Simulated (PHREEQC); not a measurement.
0.068 g of hydrous ferric oxide (600 m²/g; 0.2 weak and 0.005 strong sites per Fe, Dzombak-Morel constants, diffuse double layer) in 1 kg of water with 0.3 mol/kgw of an inert sodium salt and 0.00076 mmol/kgw CaCl2, at 25 °C; the pH is set by adding NaOH or the inert anion's acid. Oxygen alone is held at its pressure in air (log pO2 = -0.68). No CO2 enters from the air. Precipitation was switched off in this run.

Model: ion-association model, wateq4f.dat, run in PHREEQC.

```
pH     Ca sorbed (%)  surface charge σ (C/m²)  surface potential ψ (mV)
-----  -------------  -----------------------  ------------------------
4                0.0                    0.349                       123
4.67             0.0               (withheld)                       116
5.33             0.0               (withheld)                       102
6                0.0                    0.154                        83
6.67             0.1               (withheld)                        59
7.33      (withheld)                    0.044                        33
8                5.5                    0.006                         5
8.67            34.1                   -0.031                       -24
9.33            79.2                   -0.073                       -50
10              96.1                   -0.130                       -75
10.67           99.2                   -0.203                       -96
11.33           99.7                   -0.279                      -111
12              99.8                   -0.336                      -120
```

Fill in the missing entries.


- 4.67, surface charge σ (C/m²): 0.303
- 5.33, surface charge σ (C/m²): 0.231
- 6.67, surface charge σ (C/m²): 0.091
- 7.33, Ca sorbed (%): 0.6

Species that the database lacks are ignored.
